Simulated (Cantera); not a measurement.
Input: 1 mol B, a varied amount of O₂, 6.4 mol N₂, held at 1.00 bar.

Method: chemical equilibrium by Gibbs-energy minimisation in Cantera with the NASA 1993 tables (ideal gas, pure condensed phases). Candidate condensed phases: B, BN, B₂O₃; 17 gas species. N₂ is the only nitrogen source here; it is nearly inert below about 1500 K, so the nitride shown seldom forms there in practice. Mutual solubility and eutectic melting of coexisting phases are not modelled. Rates play no part.

Stable condensed phases, one row left out:

```
T in K \ n(O₂) in mol
         0.12 0.18 0.26 0.39 0.57 0.84  1.2  1.8  2.7  3.9
   2150     A    A    A    A    A    B    B    B    B    B
   2050     A    A    A    A    A    B    B    B    B    B
   1850     C    C    C    C    C    D    D    D    D    D
   1750     C    C    C    C    C    D    D    D    D    D
   1650     C    C    C    C    C    D    D    D    D    D
   1550     C    C    C    C    C    D    D    D    D    D
   1450     C    C    C    C    C    D    D    D    D    D
   1350     C    C    C    C    C    D    D    D    D    D
   1250     C    C    C    C    C    D    D    D    D    D
   1150     C    C    C    C    C    D    D    D    D    D
   1050     C    C    C    C    C    D    D    D    D    D
```

A: BN; B: gas only; C: BN + B₂O₃; D: B₂O₃.

Question: Give the row for 1950 K.

Answer: 0.12: BN; 0.18: BN; 0.26: BN + B₂O₃; 0.39: BN + B₂O₃; 0.57: BN + B₂O₃; 0.84: B₂O₃; 1.2: B₂O₃; 1.8: B₂O₃; 2.7: B₂O₃; 3.9: B₂O₃.
